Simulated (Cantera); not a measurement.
Source: NASA polynomial tables (part measured, part estimated), evaluated in Cantera. Values are per mole of reaction as written; species without (g) are pure solids or liquids, kept so even where they would boil at 1 bar.

N₂(g) + 2 V₂O₅ = 4 VO₂(g) + 2 NO(g)

| T (K) | ΔH° (kJ) | ΔS° (J/K) | ΔG° (kJ) | log10 K | condensed phases |
|---|---|---|---|---|---|
| 300 | 2353.1 | 1029.5 | 2044.3 | -355.93 | V₂O₅(s) |
| 1873 | 2054.3 | 709.3 | 725.7 | -20.24 | V₂O₅(l) |
| 1923 | 2048.6 | 706.3 | 690.3 | -18.75 | V₂O₅(l) |
| 1973 | 2042.9 | 703.4 | 655.1 | -17.34 | V₂O₅(l) |
| 2023 | 2037.2 | 700.5 | 620.0 | -16.01 | V₂O₅(l) |
| 2073 | 2031.5 | 697.8 | 585.0 | -14.74 | V₂O₅(l) |
| 2123 | 2025.8 | 695.1 | 550.2 | -13.54 | V₂O₅(l) |
| 2173 | (withheld) | (withheld) | (withheld) | (withheld) | V₂O₅(l) |
| 2223 | 2014.5 | 689.9 | 481.0 | -11.30 | V₂O₅(l) |
| 2273 | (withheld) | (withheld) | (withheld) | (withheld) | V₂O₅(l) |
| 2323 | (withheld) | (withheld) | (withheld) | (withheld) | V₂O₅(l) |
| 2373 | 1997.6 | 682.5 | 378.1 | -8.32 | V₂O₅(l) |

Q: Complete the blanks.

A: 
- 2173, ΔH° (kJ): 2020.2
- 2173, ΔS° (J/K): 692.4
- 2173, ΔG° (kJ): 515.5
- 2173, log10 K: -12.39
- 2273, ΔH° (kJ): 2008.9
- 2273, ΔS° (J/K): 687.3
- 2273, ΔG° (kJ): 446.5
- 2273, log10 K: -10.26
- 2323, ΔH° (kJ): 2003.2
- 2323, ΔS° (J/K): 684.9
- 2323, ΔG° (kJ): 412.2
- 2323, log10 K: -9.27
